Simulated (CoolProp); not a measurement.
Model: reference Helmholtz-energy equation of state, Lemmon 2016, in CoolProp.

Problem. For R365MFC, give the phase and the cp (kJ/(kg K)) at 444 K and 1.48 bar; 444 K and 4.45 bar; 444 K and 5.94 bar.

Solution. 
- 444 K and 1.48 bar: gas; cp 1.24
- 444 K and 4.45 bar: gas; cp 1.26
- 444 K and 5.94 bar: gas; cp 1.28
